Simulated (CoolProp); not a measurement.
Vapour-liquid equilibrium of benzene (1) + ethylbenzene (2) at 1170 kPa; x and y are mole fractions of (1).

Computed with CoolProp (multi-fluid Helmholtz-energy mixture model, Thol 2012 and Zhou 2012; pair parameters Bell 2016).

Problem. Give the bubble temperature and the first vapour's composition at x = 0.55, 0.65, 0.85. Is there an azeotrope?

Solution. x = 0.55: 488.2 K, y = 0.749; x = 0.65: 481.4 K, y = 0.826; x = 0.85: 468.9 K, y = 0.941. No azeotrope shows between x = 0.05 and 0.95.

Pair parameters are fitted to limited data, so mixtures are less certain than the pure fluids.
